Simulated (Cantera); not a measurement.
## Low-pressure radical oxidation in H2/O2

An isothermal, constant-pressure homogeneous reactor starts with 27.0 % H2, 73.0 % O2, equivalence ratio 0.18, at 923 K and 0.00480 bar.

Cantera simulation using the H2/O2 subset of GRI-Mech 3.0, which has no nitrogen chemistry; the numbers are that mechanism's predictions, not measurements. Radical loss at walls, strong at low pressure, is not modelled. Below about 950 K walls govern HO2 and H2O2 in real vessels. The temperature is held fixed by assumption; the heat of reaction is taken as removed at once.

```json
[
 {"t (s)": "3.00e-6", "x H2": "0.270", "x O2": "0.730", "x OH": "<1e-12", "x HO2": "<1e-12", "x H": "<1e-12", "x H2O": "<1e-12"},
 {"t (s)": "1.72e-5", "x H2": "0.270", "x O2": "0.730", "x OH": "<1e-12", "x HO2": "1.21e-12", "x H": "1.20e-12", "x H2O": "<1e-12"},
 {"t (s)": "9.85e-5", "x H2": "0.270", "x O2": "0.730", "x OH": "<1e-12", "x HO2": "6.92e-12", "x H": "6.71e-12", "x H2O": "<1e-12"},
 {"t (s)": "0.000565", "x H2": "0.270", "x O2": "0.730", "x OH": "3.58e-12", "x HO2": "3.98e-11", "x H": "4.39e-11", "x H2O": "1.36e-11"},
 {"t (s)": "0.00324", "x H2": "0.270", "x O2": "0.730", "x OH": "2.40e-10", "x HO2": "2.53e-10", "x H": "2.34e-9", "x H2O": "2.91e-9"},
 {"t (s)": "0.0185", "x H2": "0.105", "x O2": "0.661", "x OH": "0.00462", "x HO2": "5.39e-6", "x H": "0.0896", "x H2O": "0.119"},
 {"t (s)": "0.106", "x H2": "0.00143", "x O2": "0.685", "x OH": "0.000990", "x HO2": "7.64e-6", "x H": "0.00188", "x H2O": "0.308"},
 {"t (s)": "0.609", "x H2": "2.17e-5", "x O2": "0.688", "x OH": "9.67e-5", "x HO2": "8.50e-7", "x H": "2.37e-6", "x H2O": "0.312"},
 {"t (s)": "3.49", "x H2": "6.80e-7", "x O2": "0.688", "x OH": "2.20e-5", "x HO2": "5.81e-8", "x H": "2.66e-8", "x H2O": "0.312"},
 {"t (s)": "20.0", "x H2": "5.37e-8", "x O2": "0.688", "x OH": "7.16e-6", "x HO2": "6.74e-9", "x H": "9.12e-10", "x H2O": "0.312"}
]
```
x: mole fraction; the columns are a selection and need not sum to one.

Equilibrium at this temperature and pressure: H2 3.99e-11, O2 0.688, OH 2.04e-7, HO2 2.78e-10, H <1e-12, H2O 0.312 (gas phase only).
